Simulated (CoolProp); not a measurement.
Vapour-liquid equilibrium of toluene (1) + n-nonane (2) at 0.0396 MPa; x and y are mole fractions of (1).

The numbers come from the multi-fluid Helmholtz-energy mixture model, Lemmon 2006 and Lemmon 2006; pair parameters Bell 2016 in CoolProp.

Q: Give the bubble temperature and the first vapour's composition at x = 0.05, 0.125, 0.425. Is there an azeotrope?

A: x = 0.05: 387.3 K, y = 0.174; x = 0.125: 381.5 K, y = 0.368; x = 0.425: 366.7 K, y = 0.741. No azeotrope shows between x = 0.05 and 0.95.

The pair parameters rest on a limited set of measurements; away from them the model extrapolates.
